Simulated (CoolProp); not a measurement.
The numbers come from the reference Helmholtz-energy equation of state, Akasaka 2023 in CoolProp.

Task: Give the vapour pressure (MPa), liquid density (kg/m³), vapour density (kg/m³) of saturated R1336mzz(E) at 341.9, 347.8 K.

Result: 
```csv
T (K),p (MPa),liquid density (kg/m³),vapour density (kg/m³)
341.9,0.719,1170,51.8
347.8,0.834,1140,60.8
```
